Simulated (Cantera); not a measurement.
Charge: 1 mol Cr₂O₃, 100 mol H₂, 0.43 mol H₂O, equilibrated at 1.00 Torr.

Method: chemical equilibrium by Gibbs-energy minimisation in Cantera with the NASA 1993 tables (ideal gas, pure condensed phases). Candidate condensed phases: Cr, Cr₂O₃, H₂O; 13 gas species. Equilibrium is a limit: real reactors are often held back by kinetics, nucleation or transport.

**Question.** What share of the Cr ends up in condensed phases as a function of T (K), at 1098, 1173, 1248, 1323, 1398, 1473, 1548, 1623, 1698, 1773, 1848, 1923, 1998?

**Answer.** 
| T (K) | Cr condensed (%) | as |
|---|---|---|
| 1098 | 100.0 | Cr₂O₃(s) |
| 1173 | 100.0 | Cr₂O₃(s) |
| 1248 | 100.0 | Cr₂O₃(s) |
| 1323 | 100.0 | Cr₂O₃(s) |
| 1398 | 100.0 | Cr₂O₃(s) |
| 1473 | 99.9 | Cr₂O₃(s) |
| 1548 | 98.8 | Cr₂O₃(s) |
| 1623 | 93.9 | Cr₂O₃(s) |
| 1698 | 81.1 | Cr₂O₃(s) |
| 1773 | 55.8 | Cr₂O₃(s) |
| 1848 | 10.7 | Cr₂O₃(s) |
| 1923 | 0.0 | - |
| 1998 | 0.0 | - |
